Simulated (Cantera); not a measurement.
Cantera run:

```python
import numpy as np
import cantera as ct

gas_names = """
    F F2 H HF H2 H2F2 H3F3 H4F4 H5F5 H6F6 H7F7 Pb PbF PbF2 PbF4 Pb2
""".split()
cond_names = """
    Pb(cr) Pb(L) PbF2(a) PbF2(b) PbF2(L)
""".split()


# ... load() reads the species with a 1 bar reference pressure and builds the phases ...
atoms = {
    'PbF2': {'Pb': 1, 'F': 2},
    'H2': {'H': 2},
}
top_T = {}  # K; cautious upper limits of use, not melting points


# ... equilibrate(T, P, feed) seeds the gas with the atoms and calls Mixture.equilibrate('TP', solver="vcs", rtol=1e-11, max_steps=5000) ...
results = []
feed = {'PbF2': 1, 'H2': 1.5}  # mol
P = 13332.2  # Pa
for T in [698, 798, 898, 998, 1098, 1198, 1298, 1398, 1498, 1598, 1698, 1798, 1898]:
    mix = equilibrate(T, P, feed)
    results.append((T, P, feed, dict(zip(mix.species_names, mix.species_moles))))

top = {s: max(r[3][s] / sum(r[3][g] for g in gas_names) for r in results) for s in gas_names}
cols = sorted((s for s in top if top[s] > 1e-05), key=lambda s: -top[s])[:9]
seen = [c for c in cond_names if any(r[3].get(c, 0) > 1e-12 for r in results)]
print("log10 of partial pressures in bar; condensed amounts in mol")
print(f"{'T/K':>10s}" + "".join(f"{s[:9]:>10s}" for s in cols + seen))
for T, P, feed, n in results:
    ng = sum(n[g] for g in gas_names)
    print(f"{T:10.4g}" + "".join(f"{np.log10(max(n[s] / ng * P / 1e5, 1e-99)):10.3f}" for s in cols)
          + "".join(f"{n.get(c, 0):10.4g}" for c in seen))
```

Result:

```
log10 of partial pressures in bar; condensed amounts in mol
       T/K        HF        H2        Pb       PbF         H      PbF2       Pb2     Pb(L)   PbF2(b)
       698    -1.227    -1.131    -8.993   -11.202   -14.210    -9.086   -17.349    0.4289    0.5711
       798    -0.972    -1.574    -7.242    -8.998   -12.361    -7.160   -14.404         1         0
       898    -0.972    -1.574    -5.888    -7.661   -10.748    -6.406   -12.130         1         0
       998    -0.972    -1.574    -4.810    -6.596    -9.454    -5.805   -10.325    0.9997         0
      1098    -0.972    -1.574    -3.933    -5.729    -8.394    -5.314    -8.857    0.9977         0
      1198    -0.974    -1.576    -3.205    -5.010    -7.509    -4.908    -7.643    0.9878         0
      1298    -0.981    -1.582    -2.592    -4.407    -6.761    -4.571    -6.621    0.9498         0
      1398    -1.002    -1.601    -2.069    -3.900    -6.125    -4.300    -5.751    0.8256         0
      1498    -1.062    -1.657    -1.618    -3.485    -5.593    -4.109    -5.002    0.4382         0
      1598    -1.121    -1.712    -1.425    -3.326    -5.130    -4.149    -4.749         0         0
      1698    -1.120    -1.713    -1.424    -3.328    -4.696    -4.298    -4.868         0         0
      1798    -1.120    -1.714    -1.424    -3.330    -4.310    -4.430    -4.975         0         0
      1898    -1.120    -1.715    -1.424    -3.332    -3.964    -4.549    -5.072         0         0
```

Method: chemical equilibrium by Gibbs-energy minimisation in Cantera with the NASA 1993 tables (ideal gas, pure condensed phases).
